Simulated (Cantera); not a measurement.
A freely propagating, adiabatic, planar premixed flame of H₂ : O₂ : N₂ : H₂O = 1 : 0.192 : 0.723 : 0.29 (molar parts), equivalence ratio 2.6, unburnt at 723 K and 2.70 bar; mixture-averaged transport, grid criteria slope 0.08 and curve 0.16, no radiation.

Model: the H2/O2 subset of GRI-Mech 3.0, which has no nitrogen chemistry, integrated in Cantera. The hydrogen kinetics of GRI-Mech 3.0 are dated; newer H2 mechanisms differ, most at raised pressure. Burning velocities carry a grid error of a few per cent, more on coarse grids.

Task: Predict: laminar burning velocity; thermal thickness; peak x(H); peak x(HO₂); peak x(O).

Result: 
| Item | Result |
|---|---|
| laminar burning velocity | 900 cm/s |
| thermal thickness | 0.131 mm |
| peak x(H) | 0.0414 |
| peak x(HO₂) | 0.000582 |
| peak x(O) | 0.00119 |
